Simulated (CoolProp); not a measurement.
Vapour-liquid equilibrium of p-xylene (1) + n-undecane (2) at 57.75 °C; x and y are mole fractions of (1).

Model: multi-fluid Helmholtz-energy mixture model, Zhou 2012 and Aleksandrov 2011; pair parameters Bell 2016, in CoolProp.

Q: Give the bubble pressure and the first vapour's composition at x = 0.45, 0.75, 0.95. Is there an azeotrope?

A: x = 0.45: 3.067 kPa, y = 0.906; x = 0.75: 4.777 kPa, y = 0.973; x = 0.95: 5.925 kPa, y = 0.996. No azeotrope shows between x = 0.05 and 0.95.

Pair parameters are fitted to limited data, so mixtures are less certain than the pure fluids.
